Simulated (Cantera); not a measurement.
Input: 1 mol SiCl4, 1.8 mol CH4, 1.2 mol H2, at 1673 K and 2.03 Torr.

Equilibrium computed with Cantera from the NASA thermochemical tables; the gas is ideal and each condensed phase is pure. Candidate condensed phases: C, C6H6, C7H8, C8H18, Si, SiC; 109 gas species. The tables' values for SiCl3, SiCl are old estimates; treat these amounts as uncertain. Rates play no part.

Base state: HCl 0.523, H2 0.443, SiCl2 0.0297, H 0.00146, Cl 0.00135, SiCl3 0.00112, SiCl4 8.81e-5, C2H2 (acetylene) 2.52e-5 (mole fractions); condensed: C(graphite) + SiC(s).

Task: What changes in the equilibrium state with this change: CH4 from 1.8 to 0.74 mol?

Result: 
| species | before | after |
|---|---|---|
| HCl | 0.523 | 0.661 |
| H2 | 0.443 | 0.243 |
| SiCl2 | 0.0297 | 0.0866 |
| SiCl4 | 8.81e-5 | 0.000747 |
| SiCl3 | 0.00112 | 0.00557 |
| SiHCl3 | 1.34e-5 | 4.92e-5 |
| C(graphite), mol | 1.01 | 0.174 |
| SiC(s), mol | 0.789 | 0.565 |
